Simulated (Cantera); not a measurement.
Charge: 1 mol AlN, 0.68 mol H2O, 0.77 mol N2, equilibrated at 1748.15 K and 3.20 mbar.

These are equilibrium values from Cantera (NASA tables, ideal gas, pure condensed phases), not measurements of a reactor. Candidate condensed phases: Al, AlN, Al2O3, H2O; 35 gas species. Mutual solubility and eutectic melting of coexisting phases are not modelled. The numbers say what is thermodynamically allowed, not how fast it happens.

Base state: N2 0.593, H2 0.403, H 0.00257, Al 0.000614, Al2O 0.000151, AlH 1.16e-5 (mole fractions); condensed: AlN(s) + Al2O3(s).

**Question.** What changes in the equilibrium state with this change: AlN replaced by Si3N4?

**Answer.** 
| species | before | after |
|---|---|---|
| N2 | 0.593 | 0.717 |
| H2 | 0.403 | 0.209 |
| SiO | 0 | 0.0708 |
| Al | 0.000614 | 0 |
| Si | 0 | 0.000456 |
| Al2O | 0.000151 | 0 |
| Si2N | 0 | 1.93e-5 |
| SiH | 0 | 1.57e-5 |
| AlH | 1.16e-5 | 0 |
| AlN(s), mol | 0.545 | 0 |
| Al2O3(s), mol | 0.227 | 0 |
| Si(l), mol | 0 | 1.87 |
| Si2N2O(s), mol | 0 | 0.451 |
The tables' values for SiN are old estimates; treat these amounts as uncertain. Further candidate phases: Si, SiO2, Si2N2O, Si3N4.
